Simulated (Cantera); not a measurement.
# Stirred combustor or abatement burner

A perfectly stirred reactor is fed with 24.7 % H2, 14.7 % O2, 55.4 % N2, 5.19 % H2O, at 8250 Torr; it is adiabatic with a 798 K inlet, and is followed from long to short residence time, starting on the burning branch (τ in s: 0.059, 0.032, 0.017, 0.0093, 0.005, 0.0027, 0.0015, 0.00079, 0.00042, 0.00023, 0.00012, 6.7e-05).

Detailed kinetics in Cantera: GRI-Mech 3.0 (53 species, 325 reactions). The hydrogen kinetics of GRI-Mech 3.0 are dated; newer H2 mechanisms differ, most at raised pressure.

| τ (s) | T (K) | x H2 | x O2 | x H2O | x HO2 | x N2O | x NO | x O |
|---|---|---|---|---|---|---|---|---|
| 0.059 | 2484 | 0.00366 | 0.0232 | 0.332 | 8.72e-6 | 1.08e-6 | 0.00626 | 0.000620 |
| 0.032 | 2484 | 0.00366 | 0.0233 | 0.332 | 8.78e-6 | 1.08e-6 | 0.00599 | 0.000624 |
| 0.017 | 2485 | 0.00368 | 0.0235 | 0.332 | 8.88e-6 | 1.07e-6 | 0.00552 | 0.000631 |
| 0.0093 | 2486 | 0.00371 | 0.0239 | 0.332 | 9.03e-6 | 1.07e-6 | 0.00485 | 0.000643 |
| 0.0050 | 2487 | 0.00376 | 0.0243 | 0.332 | 9.26e-6 | 1.07e-6 | 0.00391 | 0.000660 |
| 0.0027 | 2488 | 0.00386 | 0.0248 | 0.331 | 9.56e-6 | 1.07e-6 | 0.00286 | 0.000684 |
| 0.0015 | 2488 | 0.00403 | 0.0253 | 0.331 | 9.92e-6 | 1.07e-6 | 0.00194 | 0.000715 |
| 0.00079 | 2485 | 0.00437 | 0.0258 | 0.330 | 1.05e-5 | 1.08e-6 | 0.00119 | 0.000765 |
| 0.00042 | 2480 | 0.00495 | 0.0262 | 0.330 | 1.13e-5 | 1.08e-6 | 0.000721 | 0.000843 |
| 0.00023 | 2471 | 0.00588 | 0.0266 | 0.328 | 1.26e-5 | 1.08e-6 | 0.000451 | 0.000966 |
| 0.00012 | 2454 | 0.00747 | 0.0272 | 0.325 | 1.52e-5 | 1.06e-6 | 0.000280 | 0.00119 |
| 6.7e-5 | 2432 | 0.00958 | 0.0280 | 0.322 | 1.91e-5 | 1.01e-6 | 0.000188 | 0.00150 |
x: mole fraction; the columns are a selection and need not sum to one.
